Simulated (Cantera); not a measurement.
Cantera run, input and output.

```python
import numpy as np
import cantera as ct

gas = ct.Solution("gri30.yaml", transport_model="mixture-averaged")
show = ['NH3', 'H', 'H2O']

rows = []
print(f"{'T/K':>7s}{'rho':>11s}{'cp':>10s}{'mu':>11s}{'lambda':>11s}{'Pr':>7s}" + "".join(f"{'D_' + s:>11s}" for s in show))
for T in [400, 550, 700, 850, 1000, 1150]:
    gas.TPX = T, 100000, {'N2': 0.61, 'CO2': 0.23, 'NO': 0.25}
    Pr = gas.cp_mass * gas.viscosity / gas.thermal_conductivity
    D = [gas.mix_diff_coeffs_mole[gas.species_index(s)] for s in show]
    rows.append([gas.density, gas.cp_mass, gas.viscosity, gas.thermal_conductivity, Pr, *D])
    print(f"{T:7g}{gas.density:11.4e}{gas.cp_mass:10.1f}{gas.viscosity:11.4e}"
          f"{gas.thermal_conductivity:11.4e}{Pr:7.3f}" + "".join(f"{d:11.4e}" for d in D))
print("SI units: kg/m3, J/kg/K, Pa s, W/m/K, m2/s")
```

It prints:

```
    T/K        rho        cp         mu     lambda     Pr      D_NH3        D_H      D_H2O
    400 9.5755e-01    1004.5 2.1865e-05 3.0956e-02  0.710 3.5879e-05 1.9735e-04 3.7020e-05
    550 6.9640e-01    1051.8 2.7672e-05 4.0980e-02  0.710 6.4965e-05 3.4431e-04 6.7667e-05
    700 5.4717e-01    1098.5 3.2805e-05 5.0629e-02  0.712 1.0050e-04 5.2068e-04 1.0536e-04
    850 4.5061e-01    1142.8 3.7480e-05 5.9873e-02  0.715 1.4177e-04 7.2379e-04 1.4931e-04
   1000 3.8302e-01    1180.4 4.1819e-05 6.8722e-02  0.718 1.8830e-04 9.5175e-04 1.9896e-04
   1150 3.3306e-01    1207.8 4.5899e-05 7.7199e-02  0.718 2.3972e-04 1.2031e-03 2.5389e-04
SI units: kg/m3, J/kg/K, Pa s, W/m/K, m2/s
```

Cantera simulation using GRI-Mech 3.0 (53 species, 325 reactions); the numbers are that mechanism's predictions, not measurements. The composition is frozen, though it would react at the higher temperatures.
